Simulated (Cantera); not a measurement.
Cantera with NASA thermochemical tables; ideal gases at 1 bar, condensed phases pure. Values are per mole of reaction as written; species without (g) are pure solids or liquids, kept so even where they would boil at 1 bar.

2 NaOH(g) = H2(g) + 2 Na(g) + 2 O(g)

```tsv
T (K)	ΔH° (kJ)	ΔS° (J/K)	ΔG° (kJ)	log10 K
300	(withheld)	(withheld)	(withheld)	(withheld)
2050	1116.1	316.3	467.7	-11.92
2100	1116.1	316.3	451.9	-11.24
2150	1116.1	316.3	436.1	-10.60
2200	1116.0	316.3	420.3	-9.98
2250	(withheld)	(withheld)	(withheld)	(withheld)
2300	1116.0	316.2	388.7	-8.83
```

Complete the blanks.


- 300, ΔH° (kJ): 1108.5
- 300, ΔS° (J/K): 303.4
- 300, ΔG° (kJ): 1017.5
- 300, log10 K: -177.15
- 2250, ΔH° (kJ): 1116.0
- 2250, ΔS° (J/K): 316.2
- 2250, ΔG° (kJ): 404.5
- 2250, log10 K: -9.39
